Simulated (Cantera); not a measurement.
Feed: 1 mol SiH₄, 0.043 mol C₂H₄, 140 mol H₂, at 55.5 Torr.

Method: chemical equilibrium by Gibbs-energy minimisation in Cantera with the NASA 1993 tables (ideal gas, pure condensed phases). Candidate condensed phases: C, C₆H₆, C₇H₈, C₈H₁₈, Si, SiC; 87 gas species. Mutual solubility and eutectic melting of coexisting phases are not modelled. Gases not in the tables: Si₂H₆ and higher silanes. Rates play no part.

x: gas mole fraction; n: condensed amount in mol.

```
T (K)   x H₂      x H      x Si     x SiH    x Si₂C    x SiH₂  x C₂H₂ (acetylene)  n Si(l)  n SiC(s)
-----  -----  -------  --------  --------  --------  --------  ------------------  -------  --------
1925   0.996  0.00351  0.000235   5.20e-5   4.63e-6   6.79e-5             7.71e-7    0.862    0.0849
2025   0.992  0.00705  0.000787  0.000136   2.39e-5  0.000121             3.24e-6    0.759    0.0813
2125   0.984   0.0132   0.00235  0.000326  0.000105  0.000204             1.18e-5    0.478    0.0668
2225   0.970   0.0235   0.00511  0.000578  0.000326  0.000262             5.84e-5        0    0.0181
2325   0.954      ___   0.00561       ___       ___       ___                 ___        0         0
2425   0.930      ___   0.00592       ___       ___       ___                 ___        0         0
2525   0.896   0.0975   0.00603  0.000395   4.10e-5   7.82e-5            0.000225        0         0
```

Question: Complete the blanks.

Answer: 
- 2325, x H: 0.0395
- 2325, x SiH: 0.000524
- 2325, x Si₂C: 0.000211
- 2325, x SiH₂: 0.000177
- 2325, x C₂H₂ (acetylene): 0.000158
- 2425, x H: 0.0634
- 2425, x SiH: 0.000461
- 2425, x Si₂C: 9.59e-5
- 2425, x SiH₂: 0.000118
- 2425, x C₂H₂ (acetylene): 0.000205
